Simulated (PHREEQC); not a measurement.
Acid rinse or clean (model solution)

Dissolve 0.16 mol H2SO4 and 0.079 mol MgCl2 per kg of water at 25 °C. Closed to the air; pH follows from the charge balance.

Computed with PHREEQC (ion-association model, phreeqc.dat).

Precipitation was switched off in this run.

Question: Estimate the pH.

Answer: pH 0.80.

Question: In which forms is S present?

Answer: HSO4- 72 %, SO4-2 15 %, MgSO4 13 % of the S.

Complexes and solids missing from the database can't appear.
